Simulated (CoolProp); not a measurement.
Carbon monoxide along the isotherm 73.2 K: fugacity coefficient from the reference equation and from simpler models built on Tc = 132.9 K, pc = 3.498 MPa, ω = 0.050; each cubic takes its own stable root.

Values from CoolProp's reference Helmholtz-energy equation of state, Lemmon 2006. It is a short technical equation, of lower accuracy than the large ones.

```json
[
 {"p (MPa)": "4.37", "phase": "liquid", "reference": "0.009785"},
 {"p (MPa)": "8.75", "phase": "liquid", "reference": "0.006210"},
 {"p (MPa)": "13.1", "phase": "liquid", "reference": "0.005252"},
 {"p (MPa)": "17.5", "phase": "liquid", "reference": "0.004982"}
]
```

Question: How far does each simpler model (van der Waals, Redlich-Kwong, Peng-Robinson) lie from the reference over these 4 states: mean and median of the absolute difference, and the worst?

Answer: 
- van der Waals: mean 561.9 %, median 559.1 %, worst +667.6 % at 73.2 K and 17.5 MPa
- Redlich-Kwong: mean 19.6 %, median 19.6 %, worst -19.8 % at 73.2 K and 17.5 MPa
- Peng-Robinson: mean 3.3 %, median 2.7 %, worst -6.4 % at 73.2 K and 17.5 MPa
